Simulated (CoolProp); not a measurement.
Vapour pressure (MPa) of n-perfluorohexane: the reference equation beside estimates from Tc = 448.0 K, pc = 1.742 MPa, ω = 0.497.

Values from CoolProp's reference Helmholtz-energy equation of state, Gao 2022.

| T (K) | reference | van der Waals | Redlich-Kwong | Soave-Redlich-Kwong | Peng-Robinson |
|---|---|---|---|---|---|
| 235 | 0.0006879 | 0.06649 | 0.007463 | 0.0007085 | 0.0007897 |
| 261.3 | 0.004354 | 0.1282 | 0.02633 | 0.004373 | 0.004648 |
| 287.6 | 0.01814 | 0.2211 | 0.07011 | 0.01808 | 0.01862 |
| 313.8 | 0.05591 | 0.3503 | 0.1531 | 0.05586 | 0.05635 |
| 340.1 | 0.1397 | 0.5216 | 0.2915 | 0.1406 | 0.1400 |
| 366.4 | 0.2982 | 0.7388 | 0.5001 | 0.3028 | 0.2996 |
| 392.6 | 0.5658 | 1.005 | 0.7919 | 0.5788 | 0.5719 |
| 418.9 | 0.9899 | 1.324 | 1.182 | 1.014 | 1.005 |

Absolute difference from the reference over all 8 rows, mean and median: van der Waals 1823.5 and 400.0 %, Redlich-Kwong 273.2 and 141.2 %, Soave-Redlich-Kwong 1.3 and 1.1 %, Peng-Robinson 3.5 and 1.3 %.
